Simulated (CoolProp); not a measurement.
Properties of R123 along the isobar 1.01 bar (Tc = 183.7 °C, pc = 36.62 bar, ω = 0.282).

Values from CoolProp's reference Helmholtz-energy equation of state, Younglove 1994. It is a modified Benedict-Webb-Rubin equation, recast in Helmholtz form.

```csv
T (°C),phase,Z,speed of sound (m/s)
-10.25,liquid,0.004556,842.0
2.25,liquid,0.004436,792.0
14.75,liquid,0.004331,743.0
39.75,gas,0.9629,131.8
52.25,gas,0.9679,134.8
64.75,gas,0.9721,137.7
77.25,gas,0.9755,140.5
89.75,gas,0.9784,143.3
102.25,gas,0.9808,145.9
114.75,gas,0.9829,148.5
127.35,gas,0.9848,151.0
139.85,gas,0.9863,153.5
152.35,gas,0.9877,155.9
```
